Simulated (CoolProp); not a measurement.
Vapour-liquid equilibrium of n-hexane (1) + hexamethyldisiloxane (MM) (2) at 390.3 K; x and y are mole fractions of (1).

Values from CoolProp's multi-fluid Helmholtz-energy mixture model, Thol 2019 and Thol 2016; pair parameters Bell 2016.

```tsv
x	bubble pressure (kPa)	y at the bubble point	dew pressure at overall composition x (kPa)	liquid density (mol/L)
0.05	168.9	0.094	164.8	4.113
0.15	186.0	0.255	174.5	[?]
0.25	[?]	0.393	185.4	4.485
0.35	221.4	0.514	197.6	4.693
0.45	[?]	0.621	211.4	4.917
0.55	261.6	0.716	227.5	5.159
0.65	284.2	0.799	246.7	[?]
0.75	308.5	[?]	270.2	5.703
0.85	334.2	0.931	300.8	[?]
0.95	361.0	0.980	344.0	6.342
```

Fill in the missing entries.


- 0.15, liquid density (mol/L): 4.292
- 0.25, bubble pressure (kPa): 203.3
- 0.45, bubble pressure (kPa): 240.7
- 0.65, liquid density (mol/L): 5.420
- 0.75, y at the bubble point: 0.871
- 0.85, liquid density (mol/L): 6.009

No azeotrope shows between x = 0.05 and 0.95.

The pair parameters rest on a limited set of measurements; away from them the model extrapolates.
